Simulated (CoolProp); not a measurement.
Vapour-liquid equilibrium of n-heptane (1) + n-dodecane (2) at 2.87 kPa; x and y are mole fractions of (1).

Computed with CoolProp (multi-fluid Helmholtz-energy mixture model, Span 2003 and Lemmon 2004; pair parameters Bell 2016).

**Question.** Give the bubble temperature and the first vapour's composition at x = 0.275, 0.575, 0.65. Is there an azeotrope?

**Answer.** x = 0.275: 308.0 K, y = 0.990; x = 0.575: 293.2 K, y = 0.998; x = 0.65: 291.1 K, y = 0.999. No azeotrope shows between x = 0.05 and 0.95.

The pair parameters rest on a limited set of measurements; away from them the model extrapolates. The gap from Raoult's law changes sign with composition, which may be real or a fault of the pair parameters; it wasn't checked against measurements.
